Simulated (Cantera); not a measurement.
Input: 1 mol (CH₃)₂SiCl₂, 0.036 mol C₃H₈, 64 mol H₂, at 2350 K and 19.5 Torr.

Method: chemical equilibrium by Gibbs-energy minimisation in Cantera with the NASA 1993 tables (ideal gas, pure condensed phases). Candidate condensed phases: C, C₆H₆, C₇H₈, C₈H₁₈, Si, SiC; 109 gas species. The feed counts by its element totals alone. The tables' values for SiCl are old estimates; treat these amounts as uncertain. Gases not in the tables: Si₂H₆ and higher silanes. Kinetics and transport are ignored.

Problem. What is the equilibrium state?

Solution. 
* **x(H₂)**: 0.883
* **x(H)**: 0.0727
* **x(HCl)**: 0.0257
* **x(Si)**: 0.00910
* **x(C₂H₂ (acetylene))**: 0.00487
* **x(Cl)**: 0.00152
* **x(SiC₂)**: 0.00149
* **x(Si₂C)**: 0.000860
* **x(SiH)**: 0.000464
* **n(C(graphite))**: 1.09 mol
* **n(SiC(s))**: 0.0393 mol
* **gas amount**: 71.65 mol
* **log10 activity of Si(l) (absent)**: -0.78
